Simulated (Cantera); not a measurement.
# Ammonia decomposition in nitride growth gas

A perfectly stirred reactor is fed with 8.33 % NH3, 91.7 % N2, at 0.0360 bar; it is held at 2323 K, and followed from long to short residence time.

Cantera simulation using the gas-phase N/H chemistry of the illustrative SiF4/NH3 mechanism in the Surface Chemkin manual (1991); the numbers are that mechanism's predictions, not measurements. Walls and surfaces, which speed up NH3 decomposition in real reactors, are not modelled.

```csv
τ (s),x NH3,x NH2,x H,x N2,x H2
0.51,0.00645,0.000167,0.000869,0.887,0.106
0.24,0.0125,0.000270,0.000671,0.889,0.0974
0.11,0.0226,0.000422,0.000500,0.893,0.0834
0.054,0.0353,0.000601,0.000364,0.898,0.0657
0.026,0.0499,0.000816,0.000246,0.904,0.0453
0.012,0.0636,0.00106,0.000151,0.909,0.0262
0.0057,0.0729,0.00126,8.65e-5,0.913,0.0132
0.0027,0.0784,0.00134,4.31e-5,0.915,0.00551
0.0013,0.0812,0.00114,1.86e-5,0.916,0.00190
0.00061,0.0824,0.000708,8.45e-6,0.916,0.000557
0.00029,0.0829,0.000360,5.81e-6,0.916,0.000201
```
x: mole fraction; the columns are a selection and need not sum to one.
